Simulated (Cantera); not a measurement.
Charge: 1 mol B2O3, 0.37 mol N2, 0.16 mol H2, at 42.0 Torr.

Method: chemical equilibrium by Gibbs-energy minimisation in Cantera with the NASA 1993 tables (ideal gas, pure condensed phases). Candidate condensed phases: B, BN, B2O3, B3O3H3, H2O; 39 gas species. N2 is the only nitrogen source here; it is nearly inert below about 1500 K, so the nitride shown seldom forms there in practice. Mutual solubility and eutectic melting of coexisting phases are not modelled. The numbers say what is thermodynamically allowed, not how fast it happens.

x: gas mole fraction; n: condensed amount in mol.

| T (K) | x N2 | x B2O3 | x H2 | x HBO2 | x HBO | x B2O2 | x BO | n BN(s) | n B2O3(l) |
|---|---|---|---|---|---|---|---|---|---|
| 1473 | 0.697 | 0.000221 | 0.299 | 0.00227 | 0.000391 | 4.10e-6 | 1.04e-6 | 0.000614 | 0.999 |
| 1523 | 0.696 | 0.000615 | 0.298 | 0.00350 | 0.000840 | 1.66e-5 | 3.79e-6 | 0.000740 | 0.998 |
| 1573 | 0.694 | ? | 0.296 | ? | ? | ? | ? | 0.000866 | 0.997 |
| 1623 | 0.691 | ? | 0.293 | ? | ? | ? | ? | 0.000930 | 0.994 |
| 1673 | 0.685 | 0.00908 | 0.287 | 0.0106 | 0.00620 | 0.000656 | 0.000115 | 0.000788 | 0.990 |
| 1723 | 0.674 | 0.0199 | 0.278 | 0.0145 | 0.0110 | 0.00194 | 0.000314 | 0.000101 | 0.981 |
| 1773 | 0.652 | 0.0418 | 0.262 | 0.0225 | 0.0159 | 0.00385 | 0.000685 | 0 | 0.963 |
| 1823 | 0.614 | 0.0839 | 0.236 | 0.0343 | 0.0212 | 0.00695 | 0.00139 | 0 | 0.928 |
| 1873 | 0.548 | 0.162 | 0.197 | 0.0498 | 0.0263 | 0.0117 | 0.00266 | 0 | 0.856 |
| 1923 | 0.438 | 0.301 | 0.139 | 0.0669 | 0.0287 | 0.0181 | 0.00479 | 0 | 0.687 |
| 1973 | 0.263 | 0.542 | 0.0627 | 0.0753 | 0.0228 | 0.0235 | 0.00773 | 0 | 0.128 |
| 2023 | 0.240 | 0.571 | 0.0526 | 0.0769 | 0.0217 | 0.0235 | 0.0108 | 0 | 0 |
| 2073 | 0.240 | 0.566 | 0.0504 | 0.0795 | 0.0218 | 0.0231 | 0.0146 | 0 | 0 |
| 2123 | 0.239 | 0.561 | 0.0482 | 0.0823 | 0.0217 | 0.0225 | 0.0195 | 0 | 0 |

What belongs in the gaps?


- 1623, x B2O3: 0.00392
- 1623, x HBO2: 0.00755
- 1623, x HBO: 0.00334
- 1623, x B2O2: 0.000208
- 1623, x BO: 3.96e-5
- 1573, x B2O3: 0.00160
- 1573, x HBO2: 0.00521
- 1573, x HBO: 0.00171
- 1573, x B2O2: 6.13e-5
- 1573, x BO: 1.27e-5
